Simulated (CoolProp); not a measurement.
Vapour-liquid equilibrium of n-butane (1) + trans-2-butene (2) at 39.35 °C; x and y are mole fractions of (1).

Computed with CoolProp (multi-fluid Helmholtz-energy mixture model, Bücker 2006 and Lemmon 2005; pair parameters Bell 2016).

```
x     bubble pressure, mixture model (MPa)  bubble pressure, Raoult's law (MPa)  y, mixture model  y, Raoult's law
----  ------------------------------------  -----------------------------------  ----------------  ---------------
0.05                                0.3618                               0.3605             0.054            0.052
0.2                                 0.3664                               0.3623             0.210            0.205
0.35                                0.3694                               0.3640             0.359            0.357
0.5                                 0.3713                               0.3658             0.506            0.508
0.65                                0.3722                               0.3676             0.652            0.657
0.8                                 0.3724                               0.3693             0.800            0.805
0.95                                0.3719                               0.3711             0.949            0.952
```

The largest gap from Raoult's law is +1.5 % in bubble pressure, at x = 0.5. y crosses x between x = 0.65 and 0.8: the model has an azeotrope there.

The pair parameters rest on a limited set of measurements; away from them the model extrapolates.
